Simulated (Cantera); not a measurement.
# Ignition delay

Mixture: CH₄ : CO : O₂ : N₂ = 1 : 1.5 : 2.12 : 7.95 (molar parts), equivalence ratio 1.3, at 101000 Pa, adiabatic and at constant pressure. Ignition delay is the time to a rise of 400 K.

Model: GRI-Mech 3.0 (53 species, 325 reactions), integrated in Cantera.

```
T0 (K)  delay (ms)
------  ----------
1150           176
1225          51.6
1300          16.6
1375          5.87
1450          2.30
1525          1.01
```

The apparent activation energy between 1375 and 1525 K comes out as 200 kJ/mol.
